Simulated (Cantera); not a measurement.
A closed system holds: 1 mol SF6, 0.13 mol H2O, at 3423.15 K and 4.10 mbar.

Method: chemical equilibrium by Gibbs-energy minimisation in Cantera with the NASA 1993 tables (ideal gas, pure condensed phases). Candidate condensed phases: H2O, H2SO4, S; 43 gas species. Kinetics and transport are ignored.

Base state: F 0.809, S 0.137, HF 0.0189, O 0.0174, H 0.0169, SO 0.000467, S2 0.000137, SF 0.000114 (mole fractions); condensed: gas only.

Problem. What changes in the equilibrium state with this change: pressure from 4.10 mbar to 34.0 mbar?

Solution. 
| species | before | after |
|---|---|---|
| F | 0.809 | 0.809 |
| S | 0.137 | 0.134 |
| HF | 0.0189 | 0.0329 |
| H | 0.0169 | 0.00355 |
| O | 0.0174 | 0.0149 |
| SO2 | 2.96e-7 | 1.45e-5 |
| SF | 0.000114 | 0.000923 |
